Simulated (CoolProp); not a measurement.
CH2F2 (R32) at several states: density (kg/m³) from the reference equation and from simpler models built on Tc = 78.1 °C, pc = 5.783 MPa, ω = 0.277; each cubic takes its own stable root.

Values from CoolProp's reference Helmholtz-energy equation of state, Tillner-Roth 1997.

```csv
T (°C),p (MPa),phase,reference
13.25,26.7,liquid,1094
71.05,0.0738,gas,1.349
142.45,8.25,supercritical,184.7
83.95,9.1,supercritical,698.2
```

Problem. How far does each simpler model (van der Waals, Redlich-Kwong, Soave-Redlich-Kwong, Peng-Robinson) lie from the reference over these 4 states: mean and median of the absolute difference, and the worst?

Solution. 
- van der Waals: mean 21.8 %, median 21.9 %, worst -43.2 % at 13.25 °C and 26.7 MPa
- Redlich-Kwong: mean 12.4 %, median 11.7 %, worst -26.2 % at 83.95 °C and 9.1 MPa
- Soave-Redlich-Kwong: mean 13.8 %, median 13.8 %, worst -27.4 % at 83.95 °C and 9.1 MPa
- Peng-Robinson: mean 8.3 %, median 6.8 %, worst -19.9 % at 83.95 °C and 9.1 MPa
